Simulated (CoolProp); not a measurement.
Vapour-liquid equilibrium of ethane (1) + n-pentane (2) at 70.3 kPa; x and y are mole fractions of (1).

Values from CoolProp's multi-fluid Helmholtz-energy mixture model, Bücker 2006 and Thol 2019; pair parameters Kunz 2012.

```csv
x,bubble temperature (K),y at the bubble point,dew temperature at overall composition x (K),liquid density (mol/L)
0.05,249.2,0.898,297.5,9.465
0.15,215.1,0.991,294.5,[?]
0.25,202.5,0.997,291.3,[?]
0.35,195.4,0.999,[?],11.80
0.45,[?],0.999,[?],[?]
0.55,187.4,1.000,278.9,13.33
0.65,[?],1.000,273.3,14.21
0.75,182.6,1.000,266.2,15.20
0.85,180.7,1.000,[?],16.33
0.95,178.9,1.000,237.6,17.62
```

Q: What belongs in the gaps?

A: 
- 0.15, liquid density (mol/L): 10.39
- 0.25, liquid density (mol/L): 11.10
- 0.35, dew temperature at overall composition x (K): 287.7
- 0.45, bubble temperature (K): 190.8
- 0.45, dew temperature at overall composition x (K): 283.6
- 0.45, liquid density (mol/L): 12.54
- 0.65, bubble temperature (K): 184.8
- 0.85, dew temperature at overall composition x (K): 256.3

No azeotrope shows between x = 0.05 and 0.95.

The pair parameters rest on a limited set of measurements; away from them the model extrapolates. The gap from Raoult's law changes sign with composition, which may be real or a fault of the pair parameters; it wasn't checked against measurements.
